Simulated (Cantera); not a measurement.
## Premixed flame

A freely propagating, adiabatic, planar premixed flame of CH4 : H2 : O2 : N2 = 1 : 0.52 : 3.42 : 12.9 (molar parts), equivalence ratio 0.66, unburnt at 425 K and 0.940 bar; mixture-averaged transport, grid criteria slope 0.08 and curve 0.16, no radiation.

Model: GRI-Mech 3.0 (53 species, 325 reactions), integrated in Cantera. Burning velocities carry a grid error of a few per cent, more on coarse grids.

```tsv
z (mm)	T (K)	u (m/s)	x CH4	x H2	x O2	x HCO	x H2O	x NO2
-1.57	425	0.458	0.0561	0.0283	0.192	<1e-8	3.78e-5	<1e-8
-1.04	428	0.460	0.0561	0.0268	0.192	<1e-8	0.000405	<1e-8
-0.783	437	0.470	0.0557	0.0249	0.192	<1e-8	0.00167	<1e-8
-0.522	494	0.530	0.0532	0.0213	0.189	<1e-8	0.00910	2.69e-8
-0.261	810	0.872	0.0384	0.0157	0.165	9.40e-8	0.0450	4.95e-8
-0.130	1140	1.23	0.0220	0.0126	0.135	2.64e-6	0.0793	1.19e-8
0	1466	1.59	0.00556	0.00883	0.100	1.55e-5	0.113	<1e-8
0.130	1613	1.74	0.000419	0.00495	0.0804	4.70e-6	0.128	<1e-8
0.261	1674	1.80	1.83e-5	0.00332	0.0738	2.91e-7	0.132	<1e-8
0.522	1744	1.87	4.41e-8	0.00243	0.0698	<1e-8	0.134	<1e-8
1.04	1810	1.93	<1e-8	0.00149	0.0676	<1e-8	0.137	<1e-8
2.09	1853	1.97	<1e-8	0.000640	0.0668	<1e-8	0.140	<1e-8
4.17	1873	1.99	<1e-8	0.000223	0.0667	<1e-8	0.141	<1e-8
```
x: mole fraction of selected species; z is measured from the peak of heat release.

| Property | Value |
|---|---|
| laminar burning velocity | 45.8 cm/s |
| thermal thickness | 0.522 mm |
| peak x(HCO) | 1.58e-5 |
| grid points | 139 |
